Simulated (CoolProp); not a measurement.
A single-stage vapour-compression cycle with the fluid: evaporating at 235.15 K (dew point), condensing at 275.15 K (bubble point), superheat 5 K, subcooling 5 K, compressor efficiency 0.9, no pressure losses. The same conditions are run with several fluids, on thermodynamics alone (safety and materials aside).

Computed with CoolProp (reference Helmholtz-energy equation of state of each fluid (R407C: Lemmon 2003; R410A: Lemmon 2003; propylene: Lemmon 2013; ethane: Bücker 2006; isobutane: Bücker 2006; R152A: Outcalt 1996)). Blends and air are pseudo-pure fits.

Question: Rank R407C, R410A, propylene, ethane, isobutane, R152A by cooling COP, highest first.

Answer: isobutane (4.73), R152A (4.70), propylene (4.63), R410A (4.53), ethane (4.11), R407C (3.86)

```json
[
 {"fluid": "R407C", "pressure ratio": "6.40", "discharge temperature (K)": "313.1", "refrigerating effect (kJ/kg)": "197", "volumetric capacity (kJ/m³)": "835"},
 {"fluid": "R410A", "pressure ratio": "4.46", "discharge temperature (K)": "310.1", "refrigerating effect (kJ/kg)": "215", "volumetric capacity (kJ/m³)": "1590"},
 {"fluid": "propylene", "pressure ratio": "4.03", "discharge temperature (K)": "300.7", "refrigerating effect (kJ/kg)": "354", "volumetric capacity (kJ/m³)": "1200"},
 {"fluid": "ethane", "pressure ratio": "3.02", "discharge temperature (K)": "303.1", "refrigerating effect (kJ/kg)": "309", "volumetric capacity (kJ/m³)": "4480"},
 {"fluid": "isobutane", "pressure ratio": "5.30", "discharge temperature (K)": "288.0", "refrigerating effect (kJ/kg)": "318", "volumetric capacity (kJ/m³)": "299"},
 {"fluid": "R152A", "pressure ratio": "5.42", "discharge temperature (K)": "308.7", "refrigerating effect (kJ/kg)": "289", "volumetric capacity (kJ/m³)": "513"}
]
```
